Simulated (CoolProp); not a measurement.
C2F6 (R116) along the isobar 3.66 MPa: Z from the reference equation and from simpler models built on Tc = 293.0 K, pc = 3.048 MPa, ω = 0.257; each cubic takes its own stable root.

The numbers come from the reference Helmholtz-energy equation of state, Lemmon 2006 in CoolProp. It is a short technical equation, of lower accuracy than the large ones.

| T (K) | phase | reference | van der Waals | Peng-Robinson |
|---|---|---|---|---|
| 204.5 | liquid | 0.1879 | 0.2898 | 0.1734 |
| 211.4 | liquid | 0.1854 | 0.2852 | 0.1712 |
| 218.3 | liquid | 0.1832 | 0.2812 | 0.1695 |
| 225.2 | liquid | 0.1816 | 0.2780 | 0.1684 |
| 232.1 | liquid | 0.1803 | 0.2754 | 0.1678 |
| 239.1 | liquid | 0.1795 | 0.2734 | 0.1679 |
| 246 | liquid | 0.1793 | 0.2723 | 0.1687 |
| 252.9 | liquid | 0.1797 | 0.2721 | 0.1704 |
| 259.8 | liquid | 0.1809 | 0.2729 | 0.1732 |
| 266.7 | liquid | 0.1831 | 0.2749 | 0.1775 |
| 273.6 | liquid | 0.1866 | 0.2786 | 0.1840 |
